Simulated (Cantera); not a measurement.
A freely propagating, adiabatic, planar premixed flame of H₂ : O₂ : N₂ = 1 : 0.2 : 0.82 (molar parts), unburnt at 600 K and 0.642 atm; mixture-averaged transport, grid criteria slope 0.08 and curve 0.16, no radiation.

Cantera simulation using the H2/O2 subset of GRI-Mech 3.0, which has no nitrogen chemistry; the numbers are that mechanism's predictions, not measurements. Burning velocities carry a grid error of a few per cent, more on coarse grids.

**Question.** How do the results move with these cheaper or finer settings: unity-Lewis-number transport; multicomponent transport; multicomponent+Soret transport; grid criteria slope 0.5, curve 1; grid criteria slope 0.25, curve 0.5; grid criteria slope 0.03, curve 0.06?

**Answer.** 
```json
[
 {"setting": "as above", "laminar burning velocity": "772 cm/s", "thermal thickness": "0.832 mm", "peak x(O)": "0.00269", "peak x(HO₂)": "0.000156", "grid points": "135"},
 {"setting": "unity-Lewis-number transport", "laminar burning velocity": "466 cm/s", "thermal thickness": "0.740 mm", "peak x(O)": "0.00180", "peak x(HO₂)": "0.000129", "grid points": "129"},
 {"setting": "multicomponent transport", "laminar burning velocity": "754 cm/s", "thermal thickness": "0.837 mm", "peak x(O)": "0.00262", "peak x(HO₂)": "0.000155", "grid points": "136"},
 {"setting": "multicomponent+Soret transport", "laminar burning velocity": "732 cm/s", "thermal thickness": "0.824 mm", "peak x(O)": "0.00261", "peak x(HO₂)": "0.000157", "grid points": "135"},
 {"setting": "grid criteria slope 0.5, curve 1", "laminar burning velocity": "855 cm/s", "thermal thickness": "1.11 mm", "peak x(O)": "0.00214", "peak x(HO₂)": "0.000148", "grid points": "53"},
 {"setting": "grid criteria slope 0.25, curve 0.5", "laminar burning velocity": "814 cm/s", "thermal thickness": "0.951 mm", "peak x(O)": "0.00249", "peak x(HO₂)": "0.000152", "grid points": "72"},
 {"setting": "grid criteria slope 0.03, curve 0.06", "laminar burning velocity": "764 cm/s", "thermal thickness": "0.804 mm", "peak x(O)": "0.00273", "peak x(HO₂)": "0.000157", "grid points": "303"}
]
```
Unity Lewis numbers drop preferential diffusion, which matters most where H2 and H carry the flame; Soret adds thermal diffusion.
